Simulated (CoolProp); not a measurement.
The numbers come from the reference Helmholtz-energy equation of state, Lemmon 2006 in CoolProp. It is a short technical equation, of lower accuracy than the large ones.

Give the vapour pressure (MPa), liquid density (kg/m³), vapour density (kg/m³), enthalpy of vaporisation (kJ/kg) of saturated nitrous oxide at -45.65, -13.65 °C.


```json
[
 {"T (°C)": "-45.65", "p (MPa)": "0.764", "liquid density (kg/m³)": "1090", "vapour density (kg/m³)": "20.0", "enthalpy of vaporisation (kJ/kg)": "320"},
 {"T (°C)": "-13.65", "p (MPa)": "2.16", "liquid density (kg/m³)": "971", "vapour density (kg/m³)": "56.7", "enthalpy of vaporisation (kJ/kg)": "264"}
]
```
